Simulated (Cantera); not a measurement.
Input: 1 mol SiHCl₃, 0.008 mol Cl₂, a varied amount of H₂, at 1500 K and 0.710 bar.

These are equilibrium values from Cantera (NASA tables, ideal gas, pure condensed phases), not measurements of a reactor. Candidate condensed phases: Si; 19 gas species. The tables' values for SiCl₃ are old estimates; treat these amounts as uncertain. Kinetics and transport are ignored.

x: gas mole fraction; n: condensed amount in mol.

```json
[
 {"n(H₂) (mol)": "33", "x H₂": "0.930", "x HCl": "0.0558", "x SiCl₂": "0.0108", "x SiCl₃": "0.00131", "x SiHCl₃": "0.000869", "n Si(s)": "0.522"},
 {"n(H₂) (mol)": "40", "x H₂": "0.940", "x HCl": "0.0493", "x SiCl₂": "0.00830", "x SiCl₃": "0.000885", "x SiHCl₃": "0.000592", "n Si(s)": "0.569"},
 {"n(H₂) (mol)": "47", "x H₂": "0.948", "x HCl": "___", "x SiCl₂": "___", "x SiCl₃": "0.000629", "x SiHCl₃": "___", "n Si(s)": "0.608"},
 {"n(H₂) (mol)": "57", "x H₂": "0.956", "x HCl": "0.0385", "x SiCl₂": "0.00497", "x SiCl₃": "0.000411", "x SiHCl₃": "0.000277", "n Si(s)": "0.652"},
 {"n(H₂) (mol)": "68", "x H₂": "0.962", "x HCl": "0.0337", "x SiCl₂": "0.00379", "x SiCl₃": "0.000274", "x SiHCl₃": "0.000185", "n Si(s)": "0.691"},
 {"n(H₂) (mol)": "82", "x H₂": "0.968", "x HCl": "0.0291", "x SiCl₂": "0.00281", "x SiCl₃": "0.000175", "x SiHCl₃": "0.000119", "n Si(s)": "0.730"},
 {"n(H₂) (mol)": "98", "x H₂": "0.972", "x HCl": "___", "x SiCl₂": "___", "x SiCl₃": "0.000113", "x SiHCl₃": "___", "n Si(s)": "0.763"},
 {"n(H₂) (mol)": "120", "x H₂": "0.977", "x HCl": "0.0213", "x SiCl₂": "0.00149", "x SiCl₃": "6.73e-5", "x SiHCl₃": "4.59e-5", "n Si(s)": "0.798"},
 {"n(H₂) (mol)": "140", "x H₂": "0.980", "x HCl": "0.0186", "x SiCl₂": "0.00114", "x SiCl₃": "4.51e-5", "x SiHCl₃": "3.08e-5", "n Si(s)": "0.822"},
 {"n(H₂) (mol)": "170", "x H₂": "0.983", "x HCl": "0.0157", "x SiCl₂": "0.000808", "x SiCl₃": "2.69e-5", "x SiHCl₃": "1.84e-5", "n Si(s)": "0.848"},
 {"n(H₂) (mol)": "200", "x H₂": "0.986", "x HCl": "0.0136", "x SiCl₂": "0.000602", "x SiCl₃": "1.73e-5", "x SiHCl₃": "1.19e-5", "n Si(s)": "0.868"},
 {"n(H₂) (mol)": "240", "x H₂": "0.988", "x HCl": "0.0115", "x SiCl₂": "0.000431", "x SiCl₃": "1.05e-5", "x SiHCl₃": "7.20e-6", "n Si(s)": "0.887"},
 {"n(H₂) (mol)": "290", "x H₂": "0.990", "x HCl": "0.00967", "x SiCl₂": "0.000303", "x SiCl₃": "6.19e-6", "x SiHCl₃": "4.25e-6", "n Si(s)": "0.904"}
]
```

Task: Complete the blanks.

Result: 
- 98, x HCl: 0.0252
- 98, x SiCl₂: 0.00210
- 98, x SiHCl₃: 7.67e-5
- 47, x HCl: 0.0442
- 47, x SiCl₂: 0.00661
- 47, x SiHCl₃: 0.000423
